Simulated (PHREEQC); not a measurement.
Dissolve 0.019 mol/kgw Cu(BF4)2, 0.00091 mol/kgw H2SO4 and 0.24 mol/kgw NaCl at 40 °C. Closed to the air; pH follows from the charge balance.

Computed with PHREEQC (ion-association model, wateq4f.dat).

```json
{
  "pH": "2.63",
  "ionic_strength": "0.289 mol/kgw",
  "activity_of_water": "0.991",
  "total_alkalinity": "-116 meq/kg"
}
```

```tsv
species	molality	activity	log γ
Na+	0.240	0.172	-0.143
Cl-	0.234	0.159	-0.169
BF4-	0.0335	0.0214	-0.195
Cu+2	0.0135	0.00386	-0.545
HF	0.00681	0.00728	0.029
CuCl+	0.00485	0.00332	-0.165
H+	0.00299	0.00233	-0.108
F-	0.00235	0.00158	-0.174
BF3OH-	0.00226	0.00144	-0.195
H3BO3	0.00152	0.00162	0.029
```

This is a speciation only: nothing precipitates in the calculation. Constants without temperature data keep their 25 °C values here. Real BF4- forms and hydrolyses slowly; the run takes it at equilibrium.
